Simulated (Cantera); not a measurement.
Silicon nitride deposition: SiH₄ + N₂

Feed: 1 mol SiH₄, 0.23 mol N₂, equilibrated at 0.830 bar.

These are equilibrium values from Cantera (NASA tables, ideal gas, pure condensed phases), not measurements of a reactor. Candidate condensed phases: Si, Si₃N₄; 18 gas species. N₂ is the only nitrogen source here; it is nearly inert below about 1500 K, so the nitride shown seldom forms there in practice. Mutual solubility and eutectic melting of coexisting phases are not modelled. Gases not in the tables: Si₂H₆ and higher silanes. Kinetics and transport are ignored.

```csv
T (°C),x H₂,x N₂,x H,x SiH₂,x Si,x SiH,x NH₃,x SiH₄,n Si(s),n Si₃N₄(s),n Si(l)
977,1.000,1.52e-7,5.31e-7,3.13e-8,1.00e-11,1.01e-10,4.94e-8,5.91e-7,0.655,0.115,0
1077,1.000,2.13e-6,2.62e-6,1.75e-7,2.40e-10,1.40e-9,1.24e-7,6.94e-7,0.655,0.115,0
1177,1.000,2.06e-5,1.04e-5,7.69e-7,3.71e-9,1.34e-8,2.73e-7,7.99e-7,0.655,0.115,0
1277,1.000,0.000148,3.46e-5,2.79e-6,4.00e-8,9.58e-8,5.40e-7,9.04e-7,0.655,0.115,0
1377,0.999,0.000831,9.97e-5,8.65e-6,3.23e-7,5.37e-7,9.81e-7,1.01e-6,0.657,0.114,0
1477,0.995,0.00458,0.000255,2.07e-5,1.81e-6,2.17e-6,1.81e-6,9.75e-7,0,0.110,0.669
1577,0.976,0.0234,0.000584,4.11e-5,7.77e-6,6.93e-6,3.23e-6,8.51e-7,0,0.0910,0.727
```
x: gas mole fraction; n: condensed amount in mol.

From 977 °C to 1377 °C the condensed part is Si(s) + Si₃N₄(s). From 1477 °C to 1577 °C the condensed part is Si(l) + Si₃N₄(s). The main Si-bearing gas is SiH₄ at 977 °C and SiH₂ at 1577 °C.
